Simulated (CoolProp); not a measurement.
Vapour-liquid equilibrium of C3F8 (R218) (1) + R134a (2) at 0.0372 MPa; x and y are mole fractions of (1).

Values from CoolProp's multi-fluid Helmholtz-energy mixture model, Lemmon 2006 and Tillner-Roth 1994; pair parameters Bell 2016.

Question: Give the bubble temperature and the first vapour's composition at x = 0.125, 0.2, 0.5. Is there an azeotrope?

Answer: x = 0.125: -56.3 °C, y = 0.505; x = 0.2: -58.3 °C, y = 0.583; x = 0.5: -60.0 °C, y = 0.655. y crosses x between x = 0.65 and 0.725: the model has an azeotrope there.

Pair parameters are fitted to limited data, so mixtures are less certain than the pure fluids.
